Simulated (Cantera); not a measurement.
Feed: 1 mol Fe2O3, 2.5 mol CH4, 1.3 mol H2, equilibrated at 74.0 mbar.

Equilibrium computed with Cantera from the NASA thermochemical tables; the gas is ideal and each condensed phase is pure. Candidate condensed phases: C, C6H6, C7H8, C8H18, Fe, Fe(CO)5, FeO, Fe(OH)2, Fe(OH)3, Fe2O3, Fe3O4, H2O; 114 gas species. The numbers say what is thermodynamically allowed, not how fast it happens. All values below are at 1600 K.

Base state: H2 0.666, CO 0.277, H2O 0.0499, CO2 0.00691, H 0.000163, Fe 1.48e-5 (mole fractions); condensed: Fe(γ).

### Question
What changes in the equilibrium state with this change: CH4 from 2.5 to 0.42 mol?

### Answer
| species | before | after |
|---|---|---|
| H2 | 0.666 | 0.573 |
| H2O | 0.0499 | 0.263 |
| CO | 0.277 | 0.142 |
| CO2 | 0.00691 | 0.0217 |
| Fe | 1.48e-5 | 1.48e-5 |
| H | 0.000163 | 0.000151 |
| Fe(γ), mol | 2.00 | 0.148 |
| FeO(s), mol | 0 | 1.85 |
Mutual solubility and eutectic melting of coexisting phases are not modelled. The tables' stoichiometric FeO is somewhat more stable than real wüstite, so its field is too wide. FeO: taken at fixed stoichiometry.
